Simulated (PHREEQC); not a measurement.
Metal-bearing waste water: an equilibrium model

Consider water at 25 °C with 52 mmol/kgw FeCl3, 0.58 mmol/kgw CaCl2, 15 mmol/kgw H2SO4 and 0.046 mmol/kgw NaCl. Closed to the air; pH follows from the charge balance.

All values are PHREEQC results (ion-association model, phreeqc.dat), not measurements.

This is a speciation only: nothing precipitates in the calculation.

Question: What pH does the model give?

Answer: pH 1.61.

Question: In which forms is S present?

Answer: FeSO4+ 71 %, FeHSO4+2 11 %, SO4-2 8.7 %, HSO4- 8.0 %, Fe(SO4)2- 1.2 % of the S.

The solution is supersaturated, for example in Hematite (slow to form), Goethite (slow to form), so a real one may precipitate; this is no full list.
